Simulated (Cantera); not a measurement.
# Thermodynamics of silicon etching in halogen gases, feed Si + Br₂ + H₂

Charge: 1 mol Si, a varied amount of Br₂, 0.56 mol H₂, equilibrated at 302 °C and 20.0 Pa.

Cantera equilibrium calculation (NASA polynomials, part measured and part estimated; ideal gas, pure solids and liquids). Candidate condensed phases: Br₂, Si; 19 gas species. Kinetics and transport are ignored.

```
n(Br₂) (mol)  log p H₂  log p SiBr₄  log p Br₂  log p HBr  n Si(s)
------------  --------  -----------  ---------  ---------  -------
0.74             -3.92        -4.10       <-15      -6.90    0.629
1.5              -4.07        -3.94       <-15      -6.93    0.249
2.2              -4.39        -3.94     -14.77      -4.34        0
3               -14.12        -4.11      -4.46      -4.06        0
3.7             -14.64        -4.21      -4.16      -4.16        0
4.5             -14.97        -4.31      -4.02      -4.26        0
5.2             -15.17        -4.38      -3.96      -4.33        0
```
log p: log10 of the partial pressure in bar; n: condensed amount in mol.

From 0.74 mol Br₂ to 1.5 mol Br₂ the condensed part is Si(s). From 2.2 mol Br₂ to 5.2 mol Br₂ nothing is condensed. The main Si-bearing gas is SiBr₄ throughout.
